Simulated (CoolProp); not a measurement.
A simple Rankine cycle with R22: condensing at 305.15 K, boiler at 4.25 MPa, turbine inlet 362.8 K, turbine efficiency 0.6, pump efficiency 0.7, no recuperator. Each further row changes one setting.

Computed with CoolProp (reference Helmholtz-energy equation of state, Kamei 1995).

```json
[
 {"case": "as stated", "thermal efficiency (%)": "6.2", "net work (kJ/kg)": "10.5", "heat in (kJ/kg)": "169", "turbine exit temperature (K)": "305.1", "volume ratio over the turbine": "4.00"},
 {"case": "turbine inlet 382.8 K", "thermal efficiency (%)": "…", "net work (kJ/kg)": "14.1", "heat in (kJ/kg)": "…", "turbine exit temperature (K)": "319.3", "volume ratio over the turbine": "…"},
 {"case": "condensing temperature 297.15 K", "thermal efficiency (%)": "7.2", "net work (kJ/kg)": "…", "heat in (kJ/kg)": "…", "turbine exit temperature (K)": "297.2", "volume ratio over the turbine": "…"},
 {"case": "boiler pressure 2.97 MPa", "thermal efficiency (%)": "…", "net work (kJ/kg)": "10.8", "heat in (kJ/kg)": "200", "turbine exit temperature (K)": "…", "volume ratio over the turbine": "2.41"},
 {"case": "turbine efficiency 0.5", "thermal efficiency (%)": "4.8", "net work (kJ/kg)": "8.12", "heat in (kJ/kg)": "169", "turbine exit temperature (K)": "305.1", "volume ratio over the turbine": "4.06"}
]
```

**Question.** What belongs in the gaps?

**Answer.** 
- turbine inlet 382.8 K, thermal efficiency (%): 7.0
- turbine inlet 382.8 K, heat in (kJ/kg): 202
- turbine inlet 382.8 K, volume ratio over the turbine: 3.53
- condensing temperature 297.15 K, net work (kJ/kg): 12.8
- condensing temperature 297.15 K, heat in (kJ/kg): 179
- condensing temperature 297.15 K, volume ratio over the turbine: 4.98
- boiler pressure 2.97 MPa, thermal efficiency (%): 5.4
- boiler pressure 2.97 MPa, turbine exit temperature (K): 320.9

The expansion ends wet for: as stated; condensing temperature 297.15 K; turbine efficiency 0.5.
